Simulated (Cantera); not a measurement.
Feed: 1 mol TEOS, 0.49 mol NO, 0.37 mol H2, equilibrated at 850 K and 0.00133 bar.

Cantera equilibrium calculation (NASA polynomials, part measured and part estimated; ideal gas, pure solids and liquids). Candidate condensed phases: C, C6H6, C7H8, C8H18, H2O, Si, SiC, SiO2, Si2N2O, Si3N4; 151 gas species. The feed counts by its element totals alone. Rates play no part.

### Question
What is the equilibrium state?

### Answer
```
Quantity                             Result
--------------------------------  ---------
x(H2)                                 0.791
x(CO)                                 0.187
x(N2)                                0.0187
x(H2O)                              0.00139
x(CO2)                              0.00101
x(CH4)                             0.000519
n(C(graphite))                     5.53 mol
n(SiO2(β-quartz))                  1.00 mol
gas amount                        13.07 mol
log10 activity of Si(s) (absent)     -16.30
```
